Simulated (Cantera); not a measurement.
A perfectly stirred reactor is fed with CH₄ : O₂ : N₂ = 1 : 2.86 : 10.7 (molar parts), at 9.87 atm; it is adiabatic with a 750 K inlet, and is followed from long to short residence time, starting on the burning branch (τ in s: 0.2, 0.095, 0.046, 0.023, 0.011, 0.0054, 0.0026, 0.0013, 0.00063, 0.00031, 0.00015, 7.3e-05).

Computed with Cantera and GRI-Mech 3.0 (53 species, 325 reactions).

Question: What does this change do: 1.2 parts H2O added?

Answer: 
```tsv
quantity	before	after
blow-out, bracketed by the residence times tried	burning at 73.0 µs, the shortest tried	burning at 73.0 µs, the shortest tried
x(CH₄) at τ = 0.200 s	2.77e-7	4.36e-7
x(O₂) at τ = 0.200 s	0.0568	0.0536
x(CO₂) at τ = 0.200 s	0.0681	0.0632
x(NO) at τ = 0.200 s	0.00385	0.00130
x(H₂O) at τ = 0.200 s	0.136	0.202
x(CH₄) at τ = 2.60 ms	1.72e-5	2.57e-5
x(O₂) at τ = 2.60 ms	0.0588	0.0545
x(CO₂) at τ = 2.60 ms	0.0675	0.0626
x(NO) at τ = 2.60 ms	0.000215	4.80e-5
x(H₂O) at τ = 2.60 ms	0.136	0.201
```

Question: What does this change do: inlet temperature 750 to 550 K?

Answer: 
```tsv
quantity	before	after
blow-out, bracketed by the residence times tried	burning at 73.0 µs, the shortest tried	burning at 73.0 µs, the shortest tried
x(CH₄) at τ = 0.200 s	2.77e-7	6.27e-7
x(O₂) at τ = 0.200 s	0.0568	0.0584
x(CO₂) at τ = 0.200 s	0.0681	0.0685
x(NO) at τ = 0.200 s	0.00385	0.000919
x(H₂O) at τ = 0.200 s	0.136	0.137
x(CH₄) at τ = 2.60 ms	1.72e-5	3.17e-5
x(O₂) at τ = 2.60 ms	0.0588	0.0591
x(CO₂) at τ = 2.60 ms	0.0675	0.0677
x(NO) at τ = 2.60 ms	0.000215	4.40e-5
x(H₂O) at τ = 2.60 ms	0.136	0.136
```

Question: What does this change do: 0.11 parts H2 added?

Answer: 
| quantity | before | after |
|---|---|---|
| blow-out, bracketed by the residence times tried | burning at 73.0 µs, the shortest tried | burning at 73.0 µs, the shortest tried |
| x(CH₄) at τ = 0.200 s | 2.77e-7 | 2.33e-7 |
| x(O₂) at τ = 0.200 s | 0.0568 | 0.0525 |
| x(CO₂) at τ = 0.200 s | 0.0681 | 0.0677 |
| x(NO) at τ = 0.200 s | 0.00385 | 0.00452 |
| x(H₂O) at τ = 0.200 s | 0.136 | 0.143 |
| x(CH₄) at τ = 2.60 ms | 1.72e-5 | 1.48e-5 |
| x(O₂) at τ = 2.60 ms | 0.0588 | 0.0548 |
| x(CO₂) at τ = 2.60 ms | 0.0675 | 0.0671 |
| x(NO) at τ = 2.60 ms | 0.000215 | 0.000307 |
| x(H₂O) at τ = 2.60 ms | 0.136 | 0.142 |
